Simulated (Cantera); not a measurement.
Charge: 1 mol SiH₂Cl₂, 11 mol N₂, at 900 K and 0.00560 bar.

Cantera equilibrium calculation (NASA polynomials, part measured and part estimated; ideal gas, pure solids and liquids). Candidate condensed phases: NH₄Cl, Si, Si₃N₄; 28 gas species. N₂ is the only nitrogen source here; it is nearly inert below about 1500 K, so the nitride shown seldom forms there in practice. The numbers say what is thermodynamically allowed, not how fast it happens.

Base state: N₂ 0.851, HCl 0.106, H₂ 0.0286, SiCl₄ 0.0143, SiHCl₃ 1.10e-5 (mole fractions); condensed: Si₃N₄(s).

Question: What changes in the equilibrium state with this change: pressure from 0.00560 bar to 1.00 bar?

Answer: 
```
species         before    after
-------------  -------  -------
N₂               0.851    0.856
HCl              0.106   0.0860
H₂              0.0286   0.0386
SiCl₄           0.0143   0.0193
SiHCl₃         1.10e-5  2.46e-5
Si₃N₄(s), mol    0.275    0.254
```

Question: What changes in the equilibrium state with this change: temperature from 900 K to 1548.15 K?

Answer: 
| species | before | after |
|---|---|---|
| N₂ | 0.851 | 0.843 |
| HCl | 0.106 | 0.0746 |
| H₂ | 0.0286 | 0.0416 |
| SiCl₂ | 4.34e-8 | 0.0382 |
| SiCl₄ | 0.0143 | 0.000272 |
| Cl | <1e-9 | 0.000120 |
| H | <1e-9 | 8.41e-5 |
| SiCl₃ | 3.61e-6 | 0.00193 |
| SiHCl₃ | 1.10e-5 | 1.86e-5 |
| Si₃N₄(s), mol | 0.275 | 0.163 |
The tables' values for SiCl₃ are old estimates; treat these amounts as uncertain.
